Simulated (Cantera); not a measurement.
What does this Cantera script print?

```python
import numpy as np
import cantera as ct

gas = ct.Solution("gri30.yaml")


def delay(T, t_max=10):
    gas.TPX = T, 400000, {'CO': 1, 'H2': 0.2, 'CH4': 0.15, 'O2': 1.73, 'N2': 6.51, 'H2O': 0.77}
    reactor = ct.IdealGasReactor(gas, clone=False)
    net = ct.ReactorNet([reactor])
    net.rtol, net.atol = 1e-8, 1e-16
    while net.time < t_max:
        t_old, T_old = net.time, reactor.T
        net.step()
        if reactor.T > T + 400:  # ignition: a rise of 400 K
            return t_old + (T + 400 - T_old) / (reactor.T - T_old) * (net.time - t_old)
    return np.nan


taus = []
for T in [925, 1025, 1125, 1225, 1325, 1425, 1525, 1625, 1725, 1825]:
    taus.append(delay(T))
    print(f"T0 = {T:6g} K   tau = {taus[-1]:.4e} s")
```

It prints:

```
T0 =    925 K   tau = 8.3973e-02 s
T0 =   1025 K   tau = 6.0914e-03 s
T0 =   1125 K   tau = 7.6711e-04 s
T0 =   1225 K   tau = 1.8309e-04 s
T0 =   1325 K   tau = 6.6401e-05 s
T0 =   1425 K   tau = 3.2253e-05 s
T0 =   1525 K   tau = 1.9317e-05 s
T0 =   1625 K   tau = 1.3282e-05 s
T0 =   1725 K   tau = 9.9740e-06 s
T0 =   1825 K   tau = 7.9783e-06 s
```

Cantera simulation using GRI-Mech 3.0 (53 species, 325 reactions); the numbers are that mechanism's predictions, not measurements. Below about 1000 K GRI-Mech 3.0 lacks low-temperature oxidation paths. Below about 950 K walls govern HO2 and H2O2 in real vessels.
